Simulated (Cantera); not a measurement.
Cantera with NASA thermochemical tables; ideal gases at 1 bar, condensed phases pure. Values are per mole of reaction as written; species without (g) are pure solids or liquids, kept so even where they would boil at 1 bar.

2 BCl3(g) + 2 NH3(g) = 2 BN + 6 Cl(g) + 3 H2(g)

| T (K) | ΔH° (kJ) | ΔS° (J/K) | ΔG° (kJ) | log10 K |
|---|---|---|---|---|
| 300 | 1123.9 | 447.2 | 989.7 | -172.32 |
| 400 | 1130.0 | 464.8 | 944.0 | -123.28 |
| 500 | (withheld) | (withheld) | (withheld) | (withheld) |
| 600 | (withheld) | (withheld) | (withheld) | (withheld) |
| 700 | 1146.8 | 496.5 | 799.3 | -59.64 |
| 800 | 1151.7 | 503.0 | 749.3 | -48.92 |

Problem. Some entries are withheld; supply them.

Solution. 
- 500, ΔH° (kJ): 1135.9
- 500, ΔS° (J/K): 478.1
- 500, ΔG° (kJ): 896.9
- 500, log10 K: -93.69
- 600, ΔH° (kJ): 1141.6
- 600, ΔS° (J/K): 488.4
- 600, ΔG° (kJ): 848.5
- 600, log10 K: -73.87
